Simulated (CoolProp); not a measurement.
A single-stage vapour-compression cycle with the fluid: evaporating at 227.15 K (dew point), condensing at 296.15 K (bubble point), superheat 2 K, subcooling 0 K, compressor efficiency 0.85, no pressure losses. The same conditions are run with several fluids, on thermodynamics alone (safety and materials aside).

Computed with CoolProp (reference Helmholtz-energy equation of state of each fluid (R507A: Lemmon 2003; R125: Lemmon 2005; n-perfluorobutane: Gao 2022; R124: de Vries 1995; ammonia: Gao 2020; isobutane: Bücker 2006)). Blends and air are pseudo-pure fits.

| fluid | cooling COP | pressure ratio | discharge temperature (K) | refrigerating effect (kJ/kg) | volumetric capacity (kJ/m³) |
|---|---|---|---|---|---|
| R507A | 1.82 | 11.6 | 317.2 | 105 | 599 |
| R125 | 1.71 | 11.7 | 310.0 | 79.9 | 591 |
| n-perfluorobutane | (withheld) | 22.4 | 296.1 | (withheld) | 52.7 |
| R124 | 2.02 | 19.1 | 314.4 | 109 | 148 |
| ammonia | 2.04 | 18.3 | 476.8 | (withheld) | 512 |
| isobutane | 2.05 | 15.8 | 312.3 | 242 | 157 |

What belongs in the gaps?


- n-perfluorobutane, cooling COP: 1.31
- n-perfluorobutane, refrigerating effect (kJ/kg): 37.3
- ammonia, refrigerating effect (kJ/kg): 1090

The compression ends wet for: n-perfluorobutane.
